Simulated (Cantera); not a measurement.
A perfectly stirred reactor is fed with 14.4 % CH4, 18.0 % O2, 67.6 % N2, at 13.0 bar; it is adiabatic with a 698 K inlet, and is followed from long to short residence time, starting on the burning branch (τ in s: 0.028, 0.016, 0.0093, 0.0053, 0.0031, 0.0017, 0.001, 0.00057, 0.00033, 0.00019, 0.00011, 6.2e-05, 3.5e-05).

Model: GRI-Mech 3.0 (53 species, 325 reactions), integrated in Cantera. The pressure lies above the range GRI-Mech 3.0 was tuned for (to about 10 atm).

Q: Predict: blow-out, bracketed by the residence times tried; x(CH4) at τ = 28.0 ms; x(O2) at τ = 28.0 ms; x(CH2) at τ = 28.0 ms; x(CO2) at τ = 28.0 ms; x(C2H4) at τ = 28.0 ms; x(CH4) at τ = 1.00 ms; x(O2) at τ = 1.00 ms; x(CH2) at τ = 1.00 ms; x(CO2) at τ = 1.00 ms; x(C2H4) at τ = 1.00 ms.

A: blow-out, bracketed by the residence times tried: burning at 0.110 ms, out at 62.0 µs
x(CH4) at τ = 28.0 ms: 0.00104
x(O2) at τ = 28.0 ms: 6.99e-5
x(CH2) at τ = 28.0 ms: 3.39e-7
x(CO2) at τ = 28.0 ms: 0.0329
x(C2H4) at τ = 28.0 ms: 2.31e-6
x(CH4) at τ = 1.00 ms: 0.00592
x(O2) at τ = 1.00 ms: 0.00153
x(CH2) at τ = 1.00 ms: 4.53e-6
x(CO2) at τ = 1.00 ms: 0.0355
x(C2H4) at τ = 1.00 ms: 9.10e-5
